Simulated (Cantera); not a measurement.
Pyrogenic steam for wet oxidation

An isothermal, constant-pressure homogeneous reactor starts with 14.2 % H₂, 42.9 % O₂, 42.9 % N₂, at 1248 K and 1.00 bar.

Cantera simulation using the H2/O2 subset of GRI-Mech 3.0, which has no nitrogen chemistry; the numbers are that mechanism's predictions, not measurements. The temperature is held fixed by assumption; the heat of reaction is taken as removed at once.

```tsv
t (s)	x H₂	x O₂	x O	x H	x H₂O₂	x OH
7.00e-5	0.00141	0.385	0.000899	0.000121	7.23e-6	0.00113
0.000186	0.000257	0.386	0.000113	5.68e-6	2.11e-6	0.000380
0.000493	4.40e-5	0.386	2.06e-5	4.60e-7	6.82e-7	0.000174
0.00131	5.21e-6	0.386	4.67e-6	4.35e-8	2.31e-7	8.62e-5
0.00347	4.67e-7	0.386	1.28e-6	5.44e-9	7.92e-8	4.54e-5
0.00921	7.63e-8	0.386	4.09e-7	9.58e-10	2.86e-8	2.56e-5
0.0244	2.43e-8	0.386	1.47e-7	2.13e-10	1.10e-8	1.53e-5
0.0648	1.10e-8	0.386	6.35e-8	6.83e-11	5.04e-9	1.00e-5
0.172	8.35e-9	0.386	4.30e-8	4.40e-11	3.53e-9	8.22e-6
0.456	8.20e-9	0.386	4.16e-8	4.26e-11	3.43e-9	8.08e-6
1.21	8.20e-9	0.386	4.16e-8	4.26e-11	3.43e-9	8.08e-6
3.21	8.20e-9	0.386	4.16e-8	4.26e-11	3.43e-9	8.08e-6
8.52	8.20e-9	0.386	4.16e-8	4.26e-11	3.43e-9	8.08e-6
22.6	8.20e-9	0.386	4.16e-8	4.26e-11	3.43e-9	8.08e-6
60.0	8.20e-9	0.386	4.16e-8	4.26e-11	3.43e-9	8.08e-6
```
x: mole fraction; the columns are a selection and need not sum to one.

Equilibrium at this temperature and pressure: H₂ 8.20e-9, O₂ 0.386, O 4.16e-8, H 4.26e-11, H₂O₂ 3.43e-9, OH 8.08e-6 (gas phase only).
